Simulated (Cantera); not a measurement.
A closed system holds: 1 mol CHF3, 0.057 mol H2, equilibrated at 34000 Pa.

Method: chemical equilibrium by Gibbs-energy minimisation in Cantera with the NASA 1993 tables (ideal gas, pure condensed phases). Candidate condensed phases: C, C6H6, C7H8, C8H18; 95 gas species. Gases not in the tables: C2F6 and larger saturated fluorocarbons. The numbers say what is thermodynamically allowed, not how fast it happens.

Question: At 1502 °C, list the 6 most abundant gas species with their mole fractions, and the condensed phases.

Answer: HF 0.702, CF4 0.296, CF2 0.00127, CF3 0.000274, F 0.000167, CHF3 1.69e-5. Condensed: C(graphite).
